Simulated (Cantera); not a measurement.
A freely propagating, adiabatic, planar premixed flame of 3.77 % C₃H₈, 20.1 % O₂, 76.2 % N₂, equivalence ratio 0.94, unburnt at 675 K and 0.750 atm; mixture-averaged transport, grid criteria slope 0.08 and curve 0.16, no radiation.

Model: GRI-Mech 3.0 (53 species, 325 reactions), integrated in Cantera. GRI-Mech 3.0 was tuned for natural gas; its chemistry of propane as a main component is partial and can be far from experiment. Burning velocities carry a grid error of a few per cent, more on coarse grids.

x: mole fraction of selected species; z is measured from the peak of heat release.

```tsv
z (mm)	T (K)	u (m/s)	x C₃H₈	x O₂	x C₂H₆	x HCO	x H₂	x H
-1.00	675	2.03	0.0377	0.200	[?]	<1e-8	0.000807	<1e-8
-0.667	676	2.04	0.0376	0.200	[?]	<1e-8	0.00257	<1e-8
-0.501	679	2.05	0.0375	0.199	[?]	<1e-8	0.00459	3.93e-8
-0.334	703	2.14	0.0371	0.196	[?]	<1e-8	0.00889	1.64e-6
-0.167	947	2.95	0.0296	0.171	[?]	9.75e-7	0.0173	0.000110
-0.0834	1312	4.21	0.0119	0.132	[?]	3.51e-5	0.0221	0.000933
0	1702	5.59	0.000564	0.0851	[?]	0.000131	0.0222	0.00427
0.0834	1881	6.21	1.32e-6	0.0561	[?]	4.34e-5	0.0169	0.00829
0.167	1929	6.36	<1e-8	0.0437	<1e-8	3.93e-6	0.0134	0.0107
0.334	1973	6.46	<1e-8	0.0359	<1e-8	9.93e-8	0.0123	0.0122
0.667	2031	6.61	<1e-8	0.0319	<1e-8	5.96e-8	0.0123	0.0115
1.33	2106	6.82	<1e-8	0.0293	<1e-8	3.95e-8	0.0113	0.00890
2.67	2192	7.06	<1e-8	0.0266	<1e-8	2.25e-8	0.00943	0.00590
```

Some entries are withheld; supply them.


- -1.00, x C₂H₆: 3.90e-8
- -0.667, x C₂H₆: 1.14e-6
- -0.501, x C₂H₆: 5.52e-6
- -0.334, x C₂H₆: 6.21e-5
- -0.167, x C₂H₆: 0.00107
- -0.0834, x C₂H₆: 0.00143
- 0, x C₂H₆: 0.000185
- 0.0834, x C₂H₆: 1.78e-6
